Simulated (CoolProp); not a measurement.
Nitrous oxide at several states: density (kg/m³) from the reference equation and from simpler models built on Tc = 36.4 °C, pc = 7245 kPa, ω = 0.161; each cubic takes its own stable root.

Values from CoolProp's reference Helmholtz-energy equation of state, Lemmon 2006. It is a short technical equation, of lower accuracy than the large ones.

| T (°C) | p (kPa) | phase | reference | van der Waals | Redlich-Kwong | Peng-Robinson |
|---|---|---|---|---|---|---|
| 138.05 | 39100 | supercritical | ? | 568.0 | ? | ? |
| 210.75 | 950 | gas | 10.49 | 10.52 | 10.51 | 10.51 |
| -10.85 | 6020 | liquid | ? | 624.7 | ? | 1003 |

Q: What belongs in the gaps?

A: 
- 138.05, reference: 646.0
- 138.05, Redlich-Kwong: 628.7
- 138.05, Peng-Robinson: 641.5
- -10.85, reference: 977.9
- -10.85, Redlich-Kwong: 862.7
